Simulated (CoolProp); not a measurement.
Vapour-liquid equilibrium of n-pentane (1) + cyclohexane (2) at 10.7 bar; x and y are mole fractions of (1).

The numbers come from the multi-fluid Helmholtz-energy mixture model, Thol 2019 and Zhou 2014; pair parameters Bell 2016 in CoolProp.

```
x      bubble temperature (K)  y at the bubble point  dew temperature at overall composition x (K)  liquid density (mol/L)
-----  ----------------------  ---------------------  --------------------------------------------  ----------------------
0.05                    454.5                  0.105                                         457.0                   7.116
0.125                   448.2                  0.242                                         453.6                   7.133
0.2                     442.4                  0.359                                         450.2                   7.141
0.275                   437.1                  0.459                                         446.6                   7.142
0.35                    432.2                  0.546                                         442.8                   7.136
0.425                   427.8                  0.622                                         438.9                   7.124
0.5                     423.6                  0.689                                         434.8                   7.107
0.575                   419.8                  0.749                                         430.6                   7.085
0.65                    416.1                  0.803                                         426.1                   7.059
0.725                   412.7                  0.852                                         421.3                   7.029
0.8                     409.5                  0.896                                         416.3                   6.995
0.875                   406.4                  0.938                                         411.0                   6.958
0.95                    403.4                  0.976                                         405.4                   6.918
```

No azeotrope shows between x = 0.05 and 0.95.

The pair parameters rest on a limited set of measurements; away from them the model extrapolates.
